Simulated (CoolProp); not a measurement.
A simple Rankine cycle with R141b: condensing at 310.15 K, boiler at 0.401 MPa, turbine inlet 366.2 K, turbine efficiency 0.85, pump efficiency 0.8, no recuperator. Each further row changes one setting.

The numbers come from the reference Helmholtz-energy equation of state, Lemmon 2006 in CoolProp. It is a short technical equation, of lower accuracy than the large ones.

```json
[
 {"case": "as stated", "thermal efficiency (%)": "9.0", "net work (kJ/kg)": "23.5", "heat in (kJ/kg)": "262", "turbine exit temperature (K)": "331.7", "volume ratio over the turbine": "3.18"},
 {"case": "turbine inlet 386.2 K", "thermal efficiency (%)": "9.0", "net work (kJ/kg)": "25.1", "heat in (kJ/kg)": "(withheld)", "turbine exit temperature (K)": "351.7", "volume ratio over the turbine": "3.17"},
 {"case": "condensing temperature 302.15 K", "thermal efficiency (%)": "10.6", "net work (kJ/kg)": "28.7", "heat in (kJ/kg)": "271", "turbine exit temperature (K)": "(withheld)", "volume ratio over the turbine": "(withheld)"},
 {"case": "boiler pressure 0.281 MPa", "thermal efficiency (%)": "6.5", "net work (kJ/kg)": "(withheld)", "heat in (kJ/kg)": "264", "turbine exit temperature (K)": "342.4", "volume ratio over the turbine": "2.25"},
 {"case": "turbine efficiency 0.75", "thermal efficiency (%)": "7.9", "net work (kJ/kg)": "20.7", "heat in (kJ/kg)": "262", "turbine exit temperature (K)": "335.1", "volume ratio over the turbine": "3.22"}
]
```

Question: What belongs in the gaps?

Answer: 
- turbine inlet 386.2 K, heat in (kJ/kg): 280
- condensing temperature 302.15 K, turbine exit temperature (K): 324.5
- condensing temperature 302.15 K, volume ratio over the turbine: 4.14
- boiler pressure 0.281 MPa, net work (kJ/kg): 17.2
